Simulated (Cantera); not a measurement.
A Cantera script and what it prints.

```python
import numpy as np
import cantera as ct

gas_names = [...]  # 95 gases of nasa_gas.yaml made of C, F, H
cond_names = """
    C(gr) C6H6(L) C7H8(L) C8H18(L),n-octa
""".split()


# ... load() reads the species with a 1 bar reference pressure and builds the phases ...
atoms = {
    'CF4': {'C': 1, 'F': 4},
    'F2': {'F': 2},
    'H2': {'H': 2},
}
top_T = {'C(gr)': 4500}  # K; cautious upper limits of use, not melting points


# ... equilibrate(T, P, feed) seeds the gas with the atoms and calls Mixture.equilibrate('TP', solver="vcs", rtol=1e-11, max_steps=5000) ...
results = []
feed = {'CF4': 1, 'F2': 0.13, 'H2': 1.9}  # mol
for P in [1, 6.8, 46, 320, 2200, 15000, 100000]:
    for T in [3050, 3075, 3100, 3125, 3150, 3175, 3200, 3225, 3250, 3275, 3300, 3325, 3350, 3375]:
        mix = equilibrate(T, P, feed)
        results.append((T, P, feed, dict(zip(mix.species_names, mix.species_moles))))

for T, P, feed, n in results:
    print(f"{T:7g} {P:10.4g}  " + (" + ".join(c for c in cond_names if n.get(c, 0) > 1e-12) or "gas only"))
```

Output:

```
   3050          1  gas only
   3075          1  gas only
   3100          1  gas only
   3125          1  gas only
   3150          1  gas only
   3175          1  gas only
   3200          1  gas only
   3225          1  gas only
   3250          1  gas only
   3275          1  gas only
   3300          1  gas only
   3325          1  gas only
   3350          1  gas only
   3375          1  gas only
   3050        6.8  gas only
   3075        6.8  gas only
   3100        6.8  gas only
   3125        6.8  gas only
   3150        6.8  gas only
   3175        6.8  gas only
   3200        6.8  gas only
   3225        6.8  gas only
   3250        6.8  gas only
   3275        6.8  gas only
   3300        6.8  gas only
   3325        6.8  gas only
   3350        6.8  gas only
   3375        6.8  gas only
   3050         46  gas only
   3075         46  gas only
   3100         46  gas only
   3125         46  gas only
   3150         46  gas only
   3175         46  gas only
   3200         46  gas only
   3225         46  gas only
   3250         46  gas only
   3275         46  gas only
   3300         46  gas only
   3325         46  gas only
   3350         46  gas only
   3375         46  gas only
   3050        320  gas only
   3075        320  gas only
   3100        320  gas only
   3125        320  gas only
   3150        320  gas only
   3175        320  gas only
   3200        320  gas only
   3225        320  gas only
   3250        320  gas only
   3275        320  gas only
   3300        320  gas only
   3325        320  gas only
   3350        320  gas only
   3375        320  gas only
   3050       2200  C(gr)
   3075       2200  C(gr)
   3100       2200  C(gr)
   3125       2200  gas only
   3150       2200  gas only
   3175       2200  gas only
   3200       2200  gas only
   3225       2200  gas only
   3250       2200  gas only
   3275       2200  gas only
   3300       2200  gas only
   3325       2200  gas only
   3350       2200  gas only
   3375       2200  gas only
   3050    1.5e+04  C(gr)
   3075    1.5e+04  C(gr)
   3100    1.5e+04  C(gr)
   3125    1.5e+04  C(gr)
   3150    1.5e+04  C(gr)
   3175    1.5e+04  C(gr)
   3200    1.5e+04  C(gr)
   3225    1.5e+04  C(gr)
   3250    1.5e+04  C(gr)
   3275    1.5e+04  C(gr)
   3300    1.5e+04  C(gr)
   3325    1.5e+04  C(gr)
   3350    1.5e+04  gas only
   3375    1.5e+04  gas only
   3050      1e+05  C(gr)
   3075      1e+05  C(gr)
   3100      1e+05  C(gr)
   3125      1e+05  C(gr)
   3150      1e+05  C(gr)
   3175      1e+05  C(gr)
   3200      1e+05  C(gr)
   3225      1e+05  C(gr)
   3250      1e+05  C(gr)
   3275      1e+05  C(gr)
   3300      1e+05  C(gr)
   3325      1e+05  C(gr)
   3350      1e+05  C(gr)
   3375      1e+05  C(gr)
```

Method: chemical equilibrium by Gibbs-energy minimisation in Cantera with the NASA 1993 tables (ideal gas, pure condensed phases).
